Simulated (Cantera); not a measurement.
What does this Cantera script print?

```python
import numpy as np
import cantera as ct

gas_names = """
    CL CL2 H HCL H2 N NH NH2 NH3 N2 N2H2 N2H4 Si SiCL SiCL2 SiCL3 SiCL4 SiH SiHCL3 SiH2 SiH2CL2 SiH3
    SiH3CL SiH4 SiN Si2 Si2N Si3
""".split()
cond_names = """
    NH4CL(a) NH4CL(b) Si(cr) Si(L) Si3N4(a)
""".split()


# ... load() reads the species with a 1 bar reference pressure and builds the phases ...
atoms = {
    'SiHCl3': {'Si': 1, 'H': 1, 'CL': 3},
    'N2': {'N': 2},
}
top_T = {'Si3N4(a)': 2400}  # K; cautious upper limits of use, not melting points


# ... equilibrate(T, P, feed) seeds the gas with the atoms and calls Mixture.equilibrate('TP', solver="vcs", rtol=1e-11, max_steps=5000) ...
results = []
T = 1600  # K
P = 690  # Pa
for m in [4.5, 9.1, 14, 18, 23, 28, 32, 37, 41, 46, 51]:
    feed = {'SiHCl3': 1, 'N2': m}  # mol
    mix = equilibrate(T, P, feed)
    results.append((T, P, feed, dict(zip(mix.species_names, mix.species_moles))))
    x = sorted(zip(gas.X, gas.species_names), reverse=True)
    print(f"T = {T:g} K  P = {P:g} Pa  n(N2) = {m:g} mol  gas = {mix.phase_moles(0):.4g} mol")
    print("   x: " + "  ".join(f"{s} {v:.3e}" for v, s in x if v > 1e-05))
    print("   condensed (mol): " + ("  ".join(f"{mix.phase(i).name} {mix.phase_moles(i):.4g}"
          for i in range(1, mix.n_phases) if mix.phase_moles(i) > 1e-12) or "none"))
```

Output:

```
T = 1600 K  P = 690 Pa  n(N2) = 4.5 mol  gas = 6.415 mol
   x: N2 7.014e-01  SiCL2 1.340e-01  HCL 1.284e-01  SiCL3 1.667e-02  H2 1.368e-02  SiCL4 5.108e-03  CL 5.681e-04  SiHCL3 7.863e-05  H 7.656e-05  SiCL 1.365e-05
   condensed (mol): none
T = 1600 K  P = 690 Pa  n(N2) = 9.1 mol  gas = 11.03 mol
   x: N2 8.249e-01  SiCL2 7.985e-02  HCL 7.714e-02  SiCL3 8.523e-03  H2 6.714e-03  SiCL4 2.241e-03  CL 4.874e-04  H 5.363e-05  SiHCL3 2.816e-05
   condensed (mol): none
T = 1600 K  P = 690 Pa  n(N2) = 14 mol  gas = 15.94 mol
   x: N2 8.783e-01  SiCL2 5.607e-02  HCL 5.439e-02  SiCL3 5.370e-03  H2 4.145e-03  SiCL4 1.267e-03  CL 4.373e-04  H 4.214e-05  SiHCL3 1.394e-05
   condensed (mol): none
T = 1600 K  P = 690 Pa  n(N2) = 18 mol  gas = 19.95 mol
   x: N2 9.024e-01  SiCL2 4.519e-02  HCL 4.390e-02  SiCL3 4.042e-03  H2 3.095e-03  SiCL4 8.908e-04  CL 4.085e-04  H 3.641e-05
   condensed (mol): none
T = 1600 K  P = 690 Pa  n(N2) = 23 mol  gas = 24.95 mol
   x: N2 9.218e-01  SiCL2 3.640e-02  HCL 3.541e-02  SiCL3 3.037e-03  H2 2.315e-03  SiCL4 6.243e-04  CL 3.810e-04  H 3.149e-05
   condensed (mol): none
T = 1600 K  P = 690 Pa  n(N2) = 28 mol  gas = 29.96 mol
   x: N2 9.347e-01  SiCL2 3.051e-02  HCL 2.969e-02  SiCL3 2.401e-03  H2 1.829e-03  SiCL4 4.655e-04  CL 3.594e-04  H 2.799e-05
   condensed (mol): none
T = 1600 K  P = 690 Pa  n(N2) = 32 mol  gas = 33.96 mol
   x: N2 9.423e-01  SiCL2 2.702e-02  HCL 2.630e-02  SiCL3 2.041e-03  H2 1.558e-03  SiCL4 3.799e-04  CL 3.450e-04  H 2.583e-05
   condensed (mol): none
T = 1600 K  P = 690 Pa  n(N2) = 37 mol  gas = 38.96 mol
   x: N2 9.496e-01  SiCL2 2.365e-02  HCL 2.302e-02  SiCL3 1.707e-03  H2 1.308e-03  CL 3.296e-04  SiCL4 3.035e-04  H 2.367e-05
   condensed (mol): none
T = 1600 K  P = 690 Pa  n(N2) = 41 mol  gas = 42.96 mol
   x: N2 9.543e-01  SiCL2 2.151e-02  HCL 2.094e-02  SiCL3 1.502e-03  H2 1.156e-03  CL 3.189e-04  SiCL4 2.584e-04  H 2.225e-05
   condensed (mol): none
T = 1600 K  P = 690 Pa  n(N2) = 46 mol  gas = 47.97 mol
   x: N2 9.590e-01  SiCL2 1.933e-02  HCL 1.881e-02  SiCL3 1.300e-03  H2 1.006e-03  CL 3.070e-04  SiCL4 2.152e-04  H 2.076e-05
   condensed (mol): none
T = 1600 K  P = 690 Pa  n(N2) = 51 mol  gas = 52.97 mol
   x: N2 9.628e-01  SiCL2 1.755e-02  HCL 1.708e-02  SiCL3 1.140e-03  H2 8.889e-04  CL 2.966e-04  SiCL4 1.824e-04  H 1.951e-05
   condensed (mol): none
```

Cantera equilibrium calculation (NASA polynomials, part measured and part estimated; ideal gas, pure solids and liquids). The tables' values for SiCl3, SiCl are old estimates; treat these amounts as uncertain.
